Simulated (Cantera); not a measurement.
Input: 1 mol Si3N4, 0.11 mol N2O, 14 mol N2, 0.18 mol CO2, at 1473 K and 960 Pa.

Method: chemical equilibrium by Gibbs-energy minimisation in Cantera with the NASA 1993 tables (ideal gas, pure condensed phases). Candidate condensed phases: C, Si, SiC, SiO2, Si2N2O, Si3N4; 34 gas species. Mutual solubility and eutectic melting of coexisting phases are not modelled. Equilibrium is a limit: real reactors are often held back by kinetics, nucleation or transport.

Base state: N2 1.000, CO 0.000394 (mole fractions); condensed: SiC(s) + Si2N2O(s) + Si3N4(s).

**Question.** What changes in the equilibrium state with this change: temperature from 1473 K to 1298.15 K?

**Answer.** 
```csv
species,before,after
N2,1.000,1.000
CO,0.000394,3.31e-5
"SiC(s), mol",0.174,0
"Si2N2O(s), mol",0.464,0.470
"Si3N4(s), mol",0.632,0.687
"C(graphite), mol",0,0.180
```

**Question.** What changes in the equilibrium state with this change: pressure from 960 Pa to 290000 Pa?

**Answer.** 
```json
[
 {"species": "N2", "before": "1.000", "after": "1.000"},
 {"species": "CO", "before": "0.000394", "after": "2.70e-5"},
 {"species": "SiC(s), mol", "before": "0.174", "after": "0"},
 {"species": "Si2N2O(s), mol", "before": "0.464", "after": "0.470"},
 {"species": "Si3N4(s), mol", "before": "0.632", "after": "0.687"},
 {"species": "C(graphite), mol", "before": "0", "after": "0.180"}
]
```
